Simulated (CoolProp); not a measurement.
Computed with CoolProp (reference Helmholtz-energy equation of state, Lemmon 2009).

Q: Give the vapour pressure (MPa), enthalpy of vaporisation (kJ/kg), vapour Z, surface tension (mN/m) of saturated propane at -87.25, -72.85, -44.05 °C.

A: 
```tsv
T (°C)	p (MPa)	enthalpy of vaporisation (kJ/kg)	vapour Z	surface tension (mN/m)
-87.25	0.00790	469	0.994	21.7
-72.85	0.0206	456	0.988	19.8
-44.05	0.0930	428	0.965	15.9
```

Surface tension comes from a separate correlation (Mulero 2012).
